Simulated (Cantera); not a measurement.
Input: 1 mol B, 0.14 mol HCl, 2.8 mol H₂, at 2.20 bar.

These are equilibrium values from Cantera (NASA tables, ideal gas, pure condensed phases), not measurements of a reactor. Candidate condensed phases: B; 13 gas species. The tables' values for BCl₂, BH₂, BCl are old estimates; treat these amounts as uncertain. Gases not in the tables: B₂H₆ and higher boranes, BHCl₂. The numbers say what is thermodynamically allowed, not how fast it happens. All values below are at 1550 K.

Base state: H₂ 0.953, HCl 0.0464, BCl₃ 0.000404, H 2.07e-5, BCl₂ 1.63e-5, BH₂ 1.55e-5, BCl 1.35e-5, BH₃ 1.07e-5 (mole fractions); condensed: B(s).

Question: What changes in the equilibrium state with this change: B replaced by Al?

Answer: 
```csv
species,before,after
H₂,0.953,0.955
AlCl,0,0.0432
AlCl₂,0,0.00116
HCl,0.0464,0.000418
BCl₃,0.000404,0
AlCl₃,0,0.000203
AlH,0,1.93e-5
BCl₂,1.63e-5,0
BH₂,1.55e-5,0
BCl,1.35e-5,0
"B(s), mol",0.999,0
"Al(l), mol",0,0.866
```
The tables' values for AlCl₂ are old estimates; treat these amounts as uncertain. Further candidate phases: Al, AlCl₃.
